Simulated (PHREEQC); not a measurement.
Dissolve 3.1 mmol/kgw AgNO3 and 23 mmol/kgw KNO3 at 25 °C. Closed to the air; pH follows from the charge balance.

Computed with PHREEQC (ion-association model, wateq4f.dat).

```csv
quantity,before,after
pH,6.95,7.28
ionic strength (mol/kgw),0.0261,0.0261
AgNO3 (mol/kgw),2.97e-5,2.61e-5
SI of Ag2O (Ag2O),-3.84,-3.19
```

Q: What was changed between the two runs?
A) temperature from 25 to 20 °C
B) KNO3 replaced by Fe(NO3)3 at the same molality
C) 0.00028 mol/kgw NaHCO3 added
D) KNO3 left out
E) AgNO3 replaced by AgF at the same molality

A: E, AgNO3 replaced by AgF at the same molality

Precipitation was switched off in this run.
